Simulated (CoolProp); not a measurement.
Vapour-liquid equilibrium of C2F6 (R116) (1) + propane (2) at 215.5 K; x and y are mole fractions of (1).

Computed with CoolProp (multi-fluid Helmholtz-energy mixture model, Lemmon 2006 and Lemmon 2009; pair parameters Bell 2016).

Question: Give the bubble pressure and the first vapour's composition at x = 0.05, 0.2, 0.5. Is there an azeotrope?

Answer: x = 0.05: 133.9 kPa, y = 0.644; x = 0.2: 230.6 kPa, y = 0.802; x = 0.5: 245.3 kPa, y = 0.819. No azeotrope shows between x = 0.05 and 0.95.

Pair parameters are fitted to limited data, so mixtures are less certain than the pure fluids. With so large a gap from Raoult's law the liquid may split in two, which this calculation doesn't test in full.
